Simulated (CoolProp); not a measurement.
Vapour-liquid equilibrium of R143a (1) + R152A (2) at 223.2 K; x and y are mole fractions of (1).

Computed with CoolProp (multi-fluid Helmholtz-energy mixture model, Lemmon and Jacobsen 2000 and Outcalt 1996; pair parameters Bell 2016).

Give the bubble pressure and the first vapour's composition at x = 0.5, 0.65, 0.725. Is there an azeotrope?

x = 0.5: 0.06210 MPa, y = 0.755; x = 0.65: 0.07031 MPa, y = 0.840; x = 0.725: 0.07431 MPa, y = 0.878. No azeotrope shows between x = 0.05 and 0.95.

The pair parameters rest on a limited set of measurements; away from them the model extrapolates.
